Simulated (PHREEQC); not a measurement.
Consider water at 40 °C with 0.042 mol/kgw HF and 0.003 mol/kgw NaF. Closed to the air; pH follows from the charge balance.

Model: ion-association model, wateq4f.dat, run in PHREEQC.

Each row changes one thing in this solution. This is a speciation only: nothing precipitates in the calculation.

| case | pH | ionic strength (mol/kgw) | HF (mol/kgw) | F- (mol/kgw) | HF2- (mol/kgw) | NaF (mol/kgw) |
|---|---|---|---|---|---|---|
| as made | 2.48 | 0.00655 | 0.0341 | 0.00573 | 0.000822 | 8.26e-6 |
| temperature from 40 to 75 °C | 2.65 | 0.00540 | 0.0378 | 0.00464 | … | 6.71e-6 |
| NaF from 0.003 to 0.0045 mol/kgw | 2.54 | 0.00761 | 0.0344 | 0.00665 | 0.000961 | 1.42e-5 |
| NaF from 0.003 to 0.03 mol/kgw | 3.12 | 0.0306 | 0.0338 | 0.0267 | 0.00382 | 0.000322 |
| temperature from 40 to 90 °C | 2.74 | 0.00495 | 0.0388 | … | 0.000684 | 6.17e-6 |
| HF left out | 7.17 | 0.00300 | 3.76e-7 | 0.00299 | 4.73e-9 | 4.56e-6 |

What belongs in the gaps?


- temperature from 40 to 75 °C, HF2- (mol/kgw): 0.000762
- temperature from 40 to 90 °C, F- (mol/kgw): 0.00426

wateq4f.dat counts part of the HF as a dimer, H2F2, which phreeqc.dat doesn't know; its constant is uncertain. At this temperature some constants are extrapolated from 25 °C, and those without enthalpy data are left unchanged.
